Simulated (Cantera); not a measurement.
What does this Cantera script print?

```python
import numpy as np
import cantera as ct

gas = ct.Solution("gri30.yaml")
gas.TPX = 1223, 2800, {'H2': 0.17, 'O2': 0.21}
reactor = ct.IdealGasConstPressureReactor(gas, energy="off", clone=False)
net = ct.ReactorNet([reactor])
net.rtol, net.atol = 1e-08, 1e-18
show = ['H2', 'O2', 'H', 'H2O', 'HO2', 'O', 'H2O2']
times = np.geomspace(4e-06, 2, 11)

steps = ct.SolutionArray(gas, extra=["t"])
rows = []
print(f"{'t/s':>10s}{'T/K':>9s}{'P/Pa':>11s}" + "".join(f"{s:>11s}" for s in show))
for t in times:
    while net.time < t:
        t_next = net.step()
        steps.append(gas.state, t=t_next)
    rows.append([np.interp(t, steps.t, y) for y in (steps.T, steps.P, *steps(*show).X.T)])
    print(f"{t:10.3e}{rows[-1][0]:9.1f}{rows[-1][1]:11.4g}" + "".join(f"{x:11.3e}" for x in rows[-1][2:]))
rate = np.gradient(steps.T, steps.t)
print("integrator steps:", len(steps.t))
if steps.T.max() > steps.T[0] + 200:
    print(f"time of steepest temperature rise: {steps.t[rate.argmax()]:.4e} s")
gas.TPX = 1223, 2800, {'H2': 0.17, 'O2': 0.21}
gas.equilibrate("TP")
print(f"equilibrium (TP): T = {gas.T:.1f} K  " + "  ".join(f"{s} {gas[s].X[0]:.3e}" for s in show))
```

It prints:

```
       t/s      T/K       P/Pa         H2         O2          H        H2O        HO2          O       H2O2
 4.000e-06   1223.0       2800  4.474e-01  5.526e-01  2.822e-09  5.757e-11  2.924e-09  1.586e-10  5.421e-13
 1.486e-05   1223.0       2800  4.474e-01  5.526e-01  1.112e-08  1.999e-09  1.087e-08  1.733e-09  7.471e-12
 5.519e-05   1223.0       2800  4.474e-01  5.526e-01  8.902e-08  7.133e-08  4.055e-08  2.242e-08  1.029e-10
 2.050e-04   1223.0       2800  4.473e-01  5.526e-01  2.350e-05  2.978e-05  2.653e-07  6.307e-06  1.679e-09
 7.615e-04   1223.0       2800  3.850e-02  3.630e-01  1.817e-01  3.253e-01  1.834e-05  7.563e-02  9.456e-07
 2.828e-03   1223.0       2800  1.953e-02  4.017e-01  4.599e-02  4.924e-01  2.605e-05  2.861e-02  1.941e-06
 1.051e-02   1223.0       2800  1.241e-03  4.219e-01  5.950e-04  5.718e-01  1.416e-05  1.598e-03  1.294e-06
 3.902e-02   1223.0       2800  6.533e-05  4.234e-01  7.528e-06  5.757e-01  1.700e-06  8.705e-05  2.809e-07
 1.450e-01   1223.0       2800  7.830e-06  4.236e-01  3.394e-07  5.761e-01  2.545e-07  1.109e-05  6.796e-08
 5.384e-01   1223.0       2800  1.458e-06  4.237e-01  2.860e-08  5.762e-01  5.822e-08  2.137e-06  1.800e-08
 2.000e+00   1223.0       2800  3.451e-07  4.237e-01  3.371e-09  5.762e-01  2.688e-08  5.132e-07  5.142e-09
integrator steps: 1742
equilibrium (TP): T = 1223.0 K  H2 1.082e-07  O2 4.237e-01  H 5.950e-10  H2O 5.763e-01  HO2 2.865e-08  O 1.582e-07  H2O2 1.841e-09
```

Computed with Cantera and GRI-Mech 3.0 (53 species, 325 reactions). Radical loss at walls, strong at low pressure, is not modelled. The temperature is held fixed by assumption; the heat of reaction is taken as removed at once.
